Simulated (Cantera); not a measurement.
Charge: 1 mol Na₂SO₄, 0.12 mol CO₂, held at 1.00 bar.

Method: chemical equilibrium by Gibbs-energy minimisation in Cantera with the NASA 1993 tables (ideal gas, pure condensed phases). Candidate condensed phases: C, Na, NaO₂, Na₂CO₃, Na₂O, Na₂O₂, Na₂S, Na₂SO₄, S; 27 gas species. Rates play no part.

x: gas mole fraction; n: condensed amount in mol.

```csv
T (K),x CO₂,x CO,x O₂,x Na,x SO₂,n Na₂SO₄(s),n Na₂SO₄(l)
1073,1.000,9.08e-7,4.58e-7,3.31e-10,…,1.00,0
1173,1.000,5.46e-6,2.78e-6,1.52e-8,…,0,1.00
1273,1.000,2.46e-5,1.28e-5,3.47e-7,…,0,1.00
1373,1.000,8.84e-5,4.77e-5,4.89e-6,…,0,1.000
1473,0.999,0.000262,0.000153,4.44e-5,…,0,1.000
1573,0.998,0.000653,0.000450,0.000248,…,0,1.000
1673,0.995,0.00141,0.00125,0.00109,…,0,1.000
```

Question: Some entries are withheld; supply them.

Answer: 
- 1073, x SO₂: 8.73e-9
- 1173, x SO₂: 1.02e-7
- 1273, x SO₂: 7.88e-7
- 1373, x SO₂: 4.50e-6
- 1473, x SO₂: 2.23e-5
- 1573, x SO₂: 0.000124
- 1673, x SO₂: 0.000548
